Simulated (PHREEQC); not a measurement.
0.77 g of hydrous ferric oxide (600 m²/g; 0.2 weak and 0.005 strong sites per Fe, Dzombak-Morel constants, diffuse double layer) in 1 kg of water with 0.005 mol/kgw of an inert sodium salt and 7.5e-06 mol/kgw ZnCl2, at 25 °C; the pH is set by adding NaOH or the inert anion's acid. O2 is buffered at 0.21 atm. CO2 from the air is kept out. Nothing may precipitate in this run.

The numbers come from PHREEQC with the ion-association model, wateq4f.dat.

```json
[
 {"pH": "4", "Zn sorbed (%)": "0.1", "surface charge σ (C/m²)": "0.186", "surface potential ψ (mV)": "193"},
 {"pH": "4.5", "Zn sorbed (%)": "0.6", "surface charge σ (C/m²)": "0.133", "surface potential ψ (mV)": "177"},
 {"pH": "5", "Zn sorbed (%)": "4.5", "surface charge σ (C/m²)": "…", "surface potential ψ (mV)": "158"},
 {"pH": "5.5", "Zn sorbed (%)": "…", "surface charge σ (C/m²)": "0.060", "surface potential ψ (mV)": "137"},
 {"pH": "6", "Zn sorbed (%)": "72.2", "surface charge σ (C/m²)": "0.038", "surface potential ψ (mV)": "…"},
 {"pH": "6.5", "Zn sorbed (%)": "95.5", "surface charge σ (C/m²)": "0.023", "surface potential ψ (mV)": "89"},
 {"pH": "7", "Zn sorbed (%)": "99.5", "surface charge σ (C/m²)": "0.013", "surface potential ψ (mV)": "62"},
 {"pH": "7.5", "Zn sorbed (%)": "99.9", "surface charge σ (C/m²)": "…", "surface potential ψ (mV)": "35"},
 {"pH": "8", "Zn sorbed (%)": "100.0", "surface charge σ (C/m²)": "…", "surface potential ψ (mV)": "7"},
 {"pH": "8.5", "Zn sorbed (%)": "100.0", "surface charge σ (C/m²)": "-0.004", "surface potential ψ (mV)": "-22"},
 {"pH": "9", "Zn sorbed (%)": "100.0", "surface charge σ (C/m²)": "-0.009", "surface potential ψ (mV)": "-49"},
 {"pH": "9.5", "Zn sorbed (%)": "100.0", "surface charge σ (C/m²)": "-0.018", "surface potential ψ (mV)": "…"},
 {"pH": "10", "Zn sorbed (%)": "100.0", "surface charge σ (C/m²)": "…", "surface potential ψ (mV)": "-102"},
 {"pH": "10.5", "Zn sorbed (%)": "100.0", "surface charge σ (C/m²)": "…", "surface potential ψ (mV)": "-126"},
 {"pH": "11", "Zn sorbed (%)": "100.0", "surface charge σ (C/m²)": "-0.081", "surface potential ψ (mV)": "-147"},
 {"pH": "11.5", "Zn sorbed (%)": "100.0", "surface charge σ (C/m²)": "-0.132", "surface potential ψ (mV)": "-163"},
 {"pH": "12", "Zn sorbed (%)": "99.9", "surface charge σ (C/m²)": "-0.215", "surface potential ψ (mV)": "-172"}
]
```

Problem. Some entries are withheld; supply them.

Solution. 
- 5, surface charge σ (C/m²): 0.092
- 5.5, Zn sorbed (%): 25.9
- 6, surface potential ψ (mV): 114
- 7.5, surface charge σ (C/m²): 0.006
- 8, surface charge σ (C/m²): 0.001
- 9.5, surface potential ψ (mV): -76
- 10, surface charge σ (C/m²): -0.030
- 10.5, surface charge σ (C/m²): -0.050

Species that the database lacks are ignored.
